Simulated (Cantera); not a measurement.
A freely propagating, adiabatic, planar premixed flame of H₂ : O₂ : N₂ = 1 : 0.312 : 1.17 (molar parts), unburnt at 323 K and 0.118 atm; mixture-averaged transport, grid criteria slope 0.08 and curve 0.16, no radiation.

Detailed kinetics in Cantera: the H2/O2 subset of GRI-Mech 3.0, which has no nitrogen chemistry. Burning velocities carry a grid error of a few per cent, more on coarse grids.

Problem. What does this change do: O2 0.312 to 0.23 parts?

Solution. 
```tsv
quantity	before	after
laminar burning velocity	268 cm/s	200 cm/s
thermal thickness	5.90 mm	6.11 mm
peak x(OH)	0.00715	0.00132
peak x(HO₂)	0.000120	9.37e-5
peak x(O)	0.00609	0.00224
peak x(H)	0.113	0.0818
```
